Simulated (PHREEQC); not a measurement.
0.1 mol of Clpyromorphite (Pb5(PO4)3Cl) is brought to equilibrium with 1 kg of water holding 0.01 mol/kgw NaCl, at 25 °C, the pH being set by adding NaOH or HCl. O2 is buffered at 0.21 atm. CO2 from the air is kept out. The run lets Clpyromorphite, Litharge, Cotunnite, Laurionite, Hxypyromorphite precipitate or redissolve, and no other solid.

All values are PHREEQC results (ion-association model, wateq4f.dat), not measurements.

Question: Predict dissolved Pb (mol/kgw), dissolved P (mol/kgw) at pH = 5.85, 8.05, 8.6, 9.15, 9.7.

Answer: 
```
pH    dissolved Pb (mol/kgw)  dissolved P (mol/kgw)
----  ----------------------  ---------------------
5.85                 8.59e-8                5.16e-8
8.05                 7.66e-9                4.60e-9
8.6                  8.52e-9                5.11e-9
9.15                 1.27e-8                7.60e-9
9.7                  2.55e-8                1.53e-8
```

Species that the database lacks are ignored. H3PO4, which wateq4f.dat lacks, is added to it with the constant of phreeqc.dat. The database has no phosphate complexes of Pb. Later reviews don't keep the database's Pb(OH)4-2.
